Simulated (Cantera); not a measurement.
Feed: 1 mol Si(CH3)4, 9.5 mol H2, at 2100 K and 110 Pa.

These are equilibrium values from Cantera (NASA tables, ideal gas, pure condensed phases), not measurements of a reactor. Candidate condensed phases: C, C6H6, C7H8, C8H18, Si, SiC; 87 gas species. Gases not in the tables: Si2H6 and higher silanes. The numbers say what is thermodynamically allowed, not how fast it happens.

Question: What is the equilibrium state?

Answer: 
```json
{
 "x(H2)": "0.899",
 "x(H)": "0.0891",
 "x(Si)": "0.00946",
 "x(C2H2 (acetylene))": "0.00130",
 "x(SiC2)": "0.000609",
 "x(Si2C)": "0.000387",
 "x(SiH)": "0.000161",
 "x(SiH2)": "1.28e-5",
 "x(Si2)": "9.60e-6",
 "n(C(graphite))": "3.11 mol",
 "n(SiC(s))": "0.819 mol",
 "gas_amount": "16.40 mol",
 "log10 activity of Si(l) (absent)": "-1.11"
}
```
